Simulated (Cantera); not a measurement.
Abatement and gas-phase synthesis: CS₂ + SO₂ + O₂

A closed system holds: 1 mol CS₂, 0.063 mol SO₂, 0.074 mol O₂, equilibrated at 52.0 Pa.

Method: chemical equilibrium by Gibbs-energy minimisation in Cantera with the NASA 1993 tables (ideal gas, pure condensed phases). Candidate condensed phases: C, S; 22 gas species. Gases not in the tables: S₃ to S₇. Equilibrium is a limit: real reactors are often held back by kinetics, nucleation or transport.

```csv
T (°C),x CS₂,x S,x CS,x S₂,x CO,x COS
627,0.565,8.00e-9,9.86e-8,0.223,0.184,0.0285
777,0.558,5.03e-7,7.05e-6,0.232,0.205,0.00576
927,0.556,1.12e-5,0.000174,0.233,0.208,0.00163
1077,0.554,0.000125,0.00209,0.234,0.209,0.000610
1227,0.537,0.000872,0.0147,0.239,0.208,0.000280
1377,0.474,0.00439,0.0632,0.255,0.203,0.000149
1527,0.341,0.0174,0.165,0.286,0.191,8.81e-5
1677,0.189,0.0551,0.275,0.305,0.175,5.39e-5
1827,0.0847,0.137,0.339,0.279,0.160,3.24e-5
1977,0.0324,0.269,0.351,0.202,0.145,1.81e-5
2127,0.0111,0.411,0.337,0.110,0.131,9.18e-6
2277,0.00360,0.505,0.322,0.0458,0.123,4.36e-6
2427,0.00122,0.547,0.315,0.0171,0.119,2.09e-6
2577,0.000448,0.563,0.312,0.00648,0.118,1.05e-6
```
x: gas mole fraction; nothing condenses.

From 627 °C to 2577 °C nothing is condensed. The main C-bearing gas is CS₂ at 627 °C and CS at 2577 °C.
